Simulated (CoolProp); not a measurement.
CH2F2 (R32) along the isobar 26500 kPa: fugacity coefficient from the reference equation and from simpler models built on Tc = 78.1 °C, pc = 5783 kPa, ω = 0.277; each cubic takes its own stable root.

Model: reference Helmholtz-energy equation of state, Tillner-Roth 1997, in CoolProp.

```tsv
T (°C)	phase	reference	van der Waals	Soave-Redlich-Kwong	Peng-Robinson
66.65	liquid	0.1840	0.2937	…	…
78.55	supercritical	0.2186	0.3203	0.2666	0.2424
90.45	supercritical	0.2554	0.3469	0.3104	0.2824
102.35	supercritical	0.2938	0.3735	0.3555	0.3238
114.25	supercritical	0.3333	0.3999	0.4012	…
126.15	supercritical	0.3732	0.4261	0.4468	0.4080
138.05	supercritical	0.4130	0.4518	0.4918	0.4495
149.95	supercritical	0.4523	0.4771	0.5355	0.4901
161.85	supercritical	0.4906	0.5019	0.5776	0.5293
```

Q: Fill in the missing entries.

A: 
- 66.65, Soave-Redlich-Kwong: 0.2249
- 66.65, Peng-Robinson: 0.2043
- 114.25, Peng-Robinson: 0.3659
